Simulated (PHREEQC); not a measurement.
0.11 g of hydrous ferric oxide (600 m²/g; 0.2 weak and 0.005 strong sites per Fe, Dzombak-Morel constants, diffuse double layer) in 1 kg of water with 0.1 mol/kgw of an inert sodium salt and 1.1e-05 mol/kgw H3BO3, at 25 °C; the pH is set by adding NaOH or the inert anion's acid. Oxygen alone is held at its pressure in air (log pO2 = -0.68). CO2 from the air is kept out. Precipitation was switched off in this run.

Base run: PHREEQC, ion-association model, wateq4f.dat. Each further column changes one thing. The table gives surface charge σ (C/m²).

| pH | base | background salt from 0.1 to 0.01 mol/kgw | oxide from 0.11 to 0.55 g/kgw | 0.00048 mol/kgw BaCl2 added |
|---|---|---|---|---|
| 3 | 0.363 | 0.325 | 0.363 | 0.363 |
| 3.5 | 0.350 | 0.275 | 0.350 | 0.350 |
| 4 | 0.321 | 0.216 | 0.321 | 0.321 |
| 5 | 0.215 | 0.113 | 0.215 | 0.215 |
| 5.5 | 0.159 | 0.077 | 0.159 | 0.159 |
| 6 | 0.111 | 0.050 | 0.111 | 0.112 |
| 6.5 | 0.074 | 0.030 | 0.074 | 0.075 |
| 7 | 0.045 | 0.017 | 0.045 | 0.047 |
| 8 | 0.004 | 0.001 | 0.004 | 0.007 |
| 8.5 | -0.014 | -0.005 | -0.014 | -0.010 |
| 9 | -0.034 | -0.013 | -0.034 | -0.028 |

The oxide is taken as insoluble; below pH 4 it would dissolve.
